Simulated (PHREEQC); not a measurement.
0.014 g of hydrous ferric oxide (600 m²/g; 0.2 weak and 0.005 strong sites per Fe, Dzombak-Morel constants, diffuse double layer) in 1 kg of water with 0.3 mol/kgw of an inert sodium salt and 5.1e-08 mol BaCl2, 1.6e-06 mol Na2SO4 and 5.9e-06 mol MgCl2, at 25 °C; the pH is set by adding NaOH or the inert anion's acid. Oxygen is held at 0.21 atm. No CO2 enters from the air. No solid was allowed to form.

Base run: PHREEQC, ion-association model, wateq4f.dat. Each further column changes one thing. The table gives Ba sorbed (%).

```tsv
pH	base	no electrostatic term (-no_edl)	background salt from 0.3 to 0.03 mol/kgw	oxide from 0.014 to 0.07 g/kgw	7.3e-05 mol/kgw NiCl2 added
4	0.0	0.0	0.0	0.0	0.0
4.5	0.0	0.0	0.0	0.0	0.0
5	0.0	0.0	0.0	0.0	0.0
5.5	0.0	0.1	0.0	0.0	0.0
6	0.0	0.3	0.0	0.0	0.0
6.5	0.0	0.8	0.0	0.1	0.0
7.5	0.6	3.4	0.8	2.8	0.0
8	3.0	4.3	5.3	13.2	0.0
8.5	12.6	3.9	25.9	42.8	0.0
9	32.6	2.6	57.8	76.5	0.0
9.5	54.7	1.3	83.2	93.0	0.0
10	74.8	0.5	95.9	97.9	0.0
```

 In at least one series the solution becomes supersaturated in solids that the run did not let form, among them Ni(OH)2.
